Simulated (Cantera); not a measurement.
Input: 1 mol Mg(OH)2, 0.037 mol H2O, equilibrated at 725 K and 90.0 Pa.

Cantera equilibrium calculation (NASA polynomials, part measured and part estimated; ideal gas, pure solids and liquids). Candidate condensed phases: H2O, Mg, MgO, Mg(OH)2; 15 gas species. Kinetics and transport are ignored.

What is the equilibrium state?


- x(H2O) = 1.00
- n(MgO(s)) = 1.00 mol
- gas amount = 1.037 mol
- log10 activity of Mg(s) (absent) = -31.58
